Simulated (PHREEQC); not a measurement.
Model water analysis in mmol/kgw, 20 °C, pH 3.05, pe 10.2: Na 115; K 7.03; Ca 9.13; Mg 0.513; Cl 18.2; S(6) 66.6; Fe(3) 4.21; Cu(2) 0.038.

Valence states are taken as typed.

Model: ion-association model, wateq4f.dat, run in PHREEQC.

The ionic strength comes out as 0.180 mol/kgw. What activity coefficients do Fe(SO4)2-, SO4-2, Na+, KSO4-, Fe(OH)2+ get?

Fe(SO4)2- 0.75, SO4-2 0.31, Na+ 0.75, KSO4- 0.75, Fe(OH)2+ 0.75.

Precipitation was switched off in this run. Examples of supersaturated solids here: Jarosite-K, Jarosite-Na. Others may be too. Species that the database lacks are ignored.
